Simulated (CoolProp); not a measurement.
A simple Rankine cycle with cyclohexane: condensing at 319.15 K, boiler at 0.172 MPa, turbine inlet 522.5 K, turbine efficiency 0.8, pump efficiency 0.8, no recuperator. Each further row changes one setting.

Computed with CoolProp (reference Helmholtz-energy equation of state, Zhou 2014).

```
case                             thermal efficiency (%)  net work (kJ/kg)  heat in (kJ/kg)  turbine exit temperature (K)  volume ratio over the turbine
-------------------------------  ----------------------  ----------------  ---------------  ----------------------------  -----------------------------
as stated                                           8.8              67.1              761                         492.2                           5.27
turbine inlet 542.5 K                               8.6               ___              809                         512.2                           5.27
condensing temperature 311.15 K                    10.2              79.1              776                           ___                            ___
boiler pressure 0.12 MPa                            7.0               ___              762                           ___                           3.70
turbine efficiency 0.7                              ___               ___              761                         495.9                           5.31
```

Question: Complete the blanks.

Answer: 
- turbine inlet 542.5 K, net work (kJ/kg): 69.8
- condensing temperature 311.15 K, turbine exit temperature (K): 486.7
- condensing temperature 311.15 K, volume ratio over the turbine: 7.15
- boiler pressure 0.12 MPa, net work (kJ/kg): 53.5
- boiler pressure 0.12 MPa, turbine exit temperature (K): 498.6
- turbine efficiency 0.7, thermal efficiency (%): 7.7
- turbine efficiency 0.7, net work (kJ/kg): 58.7
